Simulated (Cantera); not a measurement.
# Equilibrium for iron carbonyl, mercury and lead vapours: PbO + O₂ + H₂

A closed system holds: 1 mol PbO, 0.31 mol O₂, 29 mol H₂, equilibrated at 1.00 Torr.

Method: chemical equilibrium by Gibbs-energy minimisation in Cantera with the NASA 1993 tables (ideal gas, pure condensed phases). Candidate condensed phases: H₂O, Pb, PbO, PbO₂, Pb₃O₄; 12 gas species. Kinetics and transport are ignored.

From 825 K to 1025 K the condensed part is Pb(l). From 1075 K to 1325 K nothing is condensed. The main Pb-bearing gas is Pb throughout.

| T (K) | log p H₂ | log p H₂O | log p Pb | log p H | n Pb(l) |
|---|---|---|---|---|---|
| 825 | -2.90 | -4.13 | -6.84 | -12.55 | 0.997 |
| 875 | -2.90 | -4.13 | -6.17 | -11.75 | 0.985 |
| 925 | -2.90 | -4.13 | -5.57 | -11.03 | 0.942 |
| 975 | -2.90 | -4.13 | -5.04 | -10.39 | 0.799 |
| 1025 | -2.91 | -4.14 | -4.56 | -9.82 | 0.382 |
| 1075 | -2.91 | -4.14 | -4.35 | -9.29 | 0 |
| 1125 | -2.91 | -4.14 | -4.35 | -8.81 | 0 |
| 1175 | -2.91 | -4.14 | -4.35 | -8.37 | 0 |
| 1225 | -2.91 | -4.14 | -4.35 | -7.96 | 0 |
| 1275 | -2.91 | -4.14 | -4.35 | -7.59 | 0 |
| 1325 | -2.91 | -4.14 | -4.35 | -7.24 | 0 |
log p: log10 of the partial pressure in bar; n: condensed amount in mol.
